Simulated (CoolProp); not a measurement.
Vapour-liquid equilibrium of ethanol (1) + n-nonane (2) at 111.85 °C; x and y are mole fractions of (1).

Computed with CoolProp (multi-fluid Helmholtz-energy mixture model, Schroeder 2014 and Lemmon 2006; pair parameters Bell 2016).

Give the bubble pressure and the first vapour's composition at x = 0.2, 0.35, 0.425. Is there an azeotrope?

x = 0.2: 217.3 kPa, y = 0.863; x = 0.35: 264.6 kPa, y = 0.893; x = 0.425: 275.6 kPa, y = 0.900. No azeotrope shows between x = 0.05 and 0.95.

Pair parameters are fitted to limited data, so mixtures are less certain than the pure fluids. With so large a gap from Raoult's law the liquid may split in two, which this calculation doesn't test in full.
